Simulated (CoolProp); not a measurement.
n-nonane along the isobar 2.67 MPa: Z from the reference equation and from simpler models built on Tc = 594.5 K, pc = 2.282 MPa, ω = 0.443; each cubic takes its own stable root.

Model: reference Helmholtz-energy equation of state, Lemmon 2006, in CoolProp. It is a short technical equation, of lower accuracy than the large ones.

```csv
T (K),phase,reference
412.6,liquid,0.1600
429.6,liquid,0.1574
446.7,liquid,0.1553
463.7,liquid,0.1538
480.7,liquid,0.1529
497.8,liquid,0.1527
514.8,liquid,0.1532
531.8,liquid,0.1548
548.9,liquid,0.1579
565.9,liquid,0.1635
583,liquid,0.1747
600,supercritical,0.2101
```

Question: How far does each simpler model (van der Waals, Redlich-Kwong, Soave-Redlich-Kwong, Peng-Robinson) lie from the reference over these 12 states: mean and median of the absolute difference, and the worst?

Answer: 
- van der Waals: mean 71.4 %, median 73.9 %, worst +77.1 % at 412.6 K and 2.67 MPa
- Redlich-Kwong: mean 27.8 %, median 27.3 %, worst +34.1 % at 583 K and 2.67 MPa
- Soave-Redlich-Kwong: mean 21.4 %, median 19.0 %, worst +34.6 % at 600 K and 2.67 MPa
- Peng-Robinson: mean 8.0 %, median 5.2 %, worst +23.0 % at 600 K and 2.67 MPa
